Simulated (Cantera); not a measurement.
An isothermal, constant-pressure homogeneous reactor starts with NH₃ : N₂ = 1 : 0.48 (molar parts), at 1925 K and 13.5 Torr. Integrator tolerance rtol = 1e-08.

Computed with Cantera and the gas-phase N/H chemistry of the illustrative SiF4/NH3 mechanism in the Surface Chemkin manual (1991). Walls and surfaces, which speed up NH3 decomposition in real reactors, are not modelled.

Task: What does this change do: pressure from 13.5 Torr to 100.0 Torr?

Result: 
| quantity | before | after |
|---|---|---|
| x(NH₃) at 10.0 s | 0.0177 (gas-phase equilibrium 1.20e-7) | 0.000101 (gas-phase equilibrium 8.94e-7) |
| x(NH) at 10.0 s | 3.92e-6 (gas-phase equilibrium 1.10e-9) | 1.24e-7 (gas-phase equilibrium 1.11e-9) |
| x(NH₂) at 10.0 s | 7.23e-5 (gas-phase equilibrium 3.13e-9) | 9.65e-7 (gas-phase equilibrium 8.58e-9) |
| x(N₂H₄) at 10.0 s | 8.19e-11 (gas-phase equilibrium <1e-12) | <1e-12 (gas-phase equilibrium <1e-12) |
| x(H) at 10.0 s | 0.000849 (gas-phase equilibrium 0.00556) | 0.00204 (gas-phase equilibrium 0.00205) |
| x(H₂) at 10.0 s | 0.588 (gas-phase equilibrium 0.600) | 0.603 (gas-phase equilibrium 0.603) |

Task: What does this change do: temperature 1925 to 2198 K?

Result: 
```tsv
quantity	before	after
x(NH₃) at 10.0 s	0.0177 (gas-phase equilibrium 1.20e-7)	1.10e-7 (gas-phase equilibrium 7.38e-8)
x(NH) at 10.0 s	3.92e-6 (gas-phase equilibrium 1.10e-9)	2.57e-8 (gas-phase equilibrium 1.72e-8)
x(NH₂) at 10.0 s	7.23e-5 (gas-phase equilibrium 3.13e-9)	1.87e-8 (gas-phase equilibrium 1.25e-8)
x(N₂H₄) at 10.0 s	8.19e-11 (gas-phase equilibrium <1e-12)	<1e-12 (gas-phase equilibrium <1e-12)
x(H) at 10.0 s	0.000849 (gas-phase equilibrium 0.00556)	0.0318 (gas-phase equilibrium 0.0318)
x(H₂) at 10.0 s	0.588 (gas-phase equilibrium 0.600)	0.579 (gas-phase equilibrium 0.579)
```

Task: What does this change do: pressure from 13.5 Torr to 0.300 bar?

Result: 
```tsv
quantity	before	after
x(NH₃) at 10.0 s	0.0177 (gas-phase equilibrium 1.20e-7)	0.000121 (gas-phase equilibrium 2.01e-6)
x(NH) at 10.0 s	3.92e-6 (gas-phase equilibrium 1.10e-9)	6.64e-8 (gas-phase equilibrium 1.11e-9)
x(NH₂) at 10.0 s	7.23e-5 (gas-phase equilibrium 3.13e-9)	7.73e-7 (gas-phase equilibrium 1.29e-8)
x(N₂H₄) at 10.0 s	8.19e-11 (gas-phase equilibrium <1e-12)	<1e-12 (gas-phase equilibrium <1e-12)
x(H) at 10.0 s	0.000849 (gas-phase equilibrium 0.00556)	0.00136 (gas-phase equilibrium 0.00137)
x(H₂) at 10.0 s	0.588 (gas-phase equilibrium 0.600)	0.604 (gas-phase equilibrium 0.604)
```
